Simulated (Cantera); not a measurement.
Input (Python, Cantera):

```python
import numpy as np
import cantera as ct

surf = ct.Interface("ptcombust.yaml", "Pt_surf")
gas = surf.adjacent["gas"]
gas.TPX = 1100, 970000, {'CH4': 0.0063, 'O2': 0.19, 'N2': 0.79}
surf.TP = 1100, 970000
reactor = ct.FlowReactor(gas, clone=False)
reactor.area = 0.0001  # m2
reactor.surface_area_to_volume_ratio = 460  # 1/m
reactor.mass_flow_rate = 1.8 * reactor.area * gas.density  # inlet velocity 1.8 m/s
reactor.energy_enabled = False
wall = ct.ReactorSurface(surf, reactor, clone=False)
net = ct.ReactorNet([reactor])
net.rtol, net.atol = 1e-8, 1e-16
show, cover = ['CH4', 'O2', 'H2O', 'CO2', 'CO'], ['PT(S)', 'H(S)', 'O(S)', 'OH(S)', 'CO(S)', 'C(S)']

rows = []
print(f"{'z/m':>9s}{'u/(m/s)':>9s}" + "".join(f"{s:>13s}" for s in show + cover))
for z in [0.00091, 0.0015, 0.0025, 0.0042, 0.0071, 0.012, 0.02, 0.033, 0.055, 0.091]:
    net.advance(z)
    rows.append([reactor.speed, *gas[show].X, *surf[cover].coverages])
    print(f"{z:9.4g}{rows[-1][0]:9.3g}" + "".join(f"{x:13.4e}" for x in rows[-1][1:]))
```

Output:

```
      z/m  u/(m/s)          CH4           O2          H2O          CO2           CO        PT(S)         H(S)         O(S)        OH(S)        CO(S)         C(S)
  0.00091      1.8   6.3315e-03   1.9253e-01   1.1131e-04   5.2634e-05   2.8648e-06   1.4822e-01   1.0654e-07   8.5132e-01   4.4855e-04   1.0378e-05   1.0477e-07
   0.0015      1.8   6.2951e-03   1.9246e-01   1.8331e-04   8.7957e-05   3.2477e-06   1.4820e-01   1.2867e-07   8.5125e-01   5.4317e-04   1.0452e-05   1.0414e-07
   0.0025      1.8   6.2327e-03   1.9234e-01   3.0535e-04   1.4787e-04   3.3858e-06   1.4817e-01   1.5922e-07   8.5114e-01   6.7380e-04   1.0403e-05   1.0308e-07
   0.0042      1.8   6.1244e-03   1.9213e-01   5.1323e-04   2.4865e-04   3.4231e-06   1.4814e-01   2.0073e-07   8.5100e-01   8.5129e-04   1.0252e-05   1.0125e-07
   0.0071      1.8   5.9320e-03   1.9177e-01   8.7129e-04   4.1747e-04   3.6846e-06   1.4811e-01   2.5686e-07   8.5078e-01   1.0912e-03   1.0054e-05   9.8056e-08
    0.012      1.8   5.5551e-03   1.9112e-01   1.5236e-03   7.0274e-04   6.8622e-06   1.4812e-01   3.3577e-07   8.5044e-01   1.4281e-03   1.0584e-05   9.1864e-08
     0.02      1.8   4.2537e-03   1.8891e-01   3.7367e-03   1.5960e-03   8.6959e-05   1.4858e-01   5.2358e-07   8.4916e-01   2.2207e-03   3.6291e-05   7.0963e-08
    0.033      1.8   1.8813e-03   1.8407e-01   8.6166e-03   4.1052e-03   5.0498e-05   1.4891e-01   7.9445e-07   8.4770e-01   3.3615e-03   2.0315e-05   3.1598e-08
    0.055      1.8   7.4638e-04   1.8162e-01   1.1070e-02   5.4306e-03   1.1975e-05   1.4905e-01   9.0116e-07   8.4712e-01   3.8085e-03   5.2831e-06   1.2572e-08
    0.091      1.8   2.6414e-04   1.8053e-01   1.2139e-02   6.0151e-03   3.0822e-06   1.4916e-01   9.4460e-07   8.4684e-01   3.9882e-03   1.4713e-06   4.4580e-09
```

Model: Deutschmann's 1995 Pt surface mechanism with GRI-Mech 3.0 gas chemistry, integrated in Cantera. Catalytic surfaces can have several steady states; this one follows from the mechanism file's or the stated starting coverage. Mass transfer to the wall is taken as infinitely fast.
